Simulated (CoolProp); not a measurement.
Vapour-liquid equilibrium of n-pentane (1) + cyclohexane (2) at 61.45 °C; x and y are mole fractions of (1).

Values from CoolProp's multi-fluid Helmholtz-energy mixture model, Thol 2019 and Zhou 2014; pair parameters Bell 2016.

```
x     bubble pressure (MPa)  y at the bubble point  dew pressure at overall composition x (MPa)  liquid density (mol/L)
----  ---------------------  ---------------------  -------------------------------------------  ----------------------
0.05                0.06454                  0.192                                      0.05688                   8.746
0.15                0.08340                  0.433                                      0.06207                   8.683
0.25                 0.1012                  0.581                                      0.06826                   8.618
0.35                 0.1182                  0.683                                      0.07579                   8.552
0.45                 0.1346                  0.759                                      0.08510                   8.484
0.55                 0.1507                  0.820                                      0.09686                   8.415
0.65                 0.1667                  0.870                                       0.1121                   8.344
0.75                 0.1827                  0.913                                       0.1324                   8.272
0.85                 0.1989                  0.950                                       0.1601                   8.197
0.95                 0.2153                  0.984                                       0.1988                   8.120
```

No azeotrope shows between x = 0.05 and 0.95.

The pair parameters rest on a limited set of measurements; away from them the model extrapolates.
